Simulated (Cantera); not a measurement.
A perfectly stirred reactor is fed with H2 : O2 = 0.12 : 1 (molar parts), at 0.0178 atm; it is held at 1075 K, and followed from long to short residence time.

Detailed kinetics in Cantera: the H2/O2 subset of GRI-Mech 3.0, which has no nitrogen chemistry. Radical loss at walls, strong at low pressure, is not modelled. The temperature is held fixed by assumption; the heat of reaction is taken as removed at once.

Question: What does this change do: pressure from 0.0178 atm to 0.0257 atm?

Answer: 
```csv
quantity,before,after
x(H2) at τ = 3.30 s,0.000219,0.000190
x(O2) at τ = 3.30 s,0.886,0.886
x(O) at τ = 3.30 s,0.000623,0.000383
x(H2O) at τ = 3.30 s,0.113,0.113
x(HO2) at τ = 3.30 s,3.16e-6,3.38e-6
x(H2) at τ = 25.0 ms,0.00386,0.00334
x(O2) at τ = 25.0 ms,0.872,0.878
x(O) at τ = 25.0 ms,0.0118,0.00766
x(H2O) at τ = 25.0 ms,0.104,0.106
x(HO2) at τ = 25.0 ms,1.09e-5,1.45e-5
```
